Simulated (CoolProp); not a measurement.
Vapour-liquid equilibrium of CH2F2 (R32) (1) + dimethyl ether (2) at 190.4 K; x and y are mole fractions of (1).

Values from CoolProp's multi-fluid Helmholtz-energy mixture model, Tillner-Roth 1997 and Wu 2011; pair parameters Bell 2016.

```
x     bubble pressure (MPa)  y at the bubble point  dew pressure at overall composition x (MPa)  liquid density (mol/L)
----  ---------------------  ---------------------  -------------------------------------------  ----------------------
0.05               0.003792                  0.189                                     0.003368                   17.86
0.2                0.005681                      ?                                     0.003831                   18.70
0.35               0.007715                      ?                                            ?                   19.62
0.5                0.009690                  0.836                                     0.005321                   20.63
0.65                0.01151                  0.900                                     0.006647                   21.74
0.8                 0.01317                  0.947                                     0.008905                   22.98
0.95                0.01479                  0.987                                      0.01329                   24.39
```

Task: What belongs in the gaps?

Result: 
- 0.2, y at the bubble point: 0.548
- 0.35, y at the bubble point: 0.732
- 0.35, dew pressure at overall composition x (MPa): 0.004449

No azeotrope shows between x = 0.05 and 0.95.

The pair parameters rest on a limited set of measurements; away from them the model extrapolates. The gap from Raoult's law changes sign with composition, which may be real or a fault of the pair parameters; it wasn't checked against measurements.
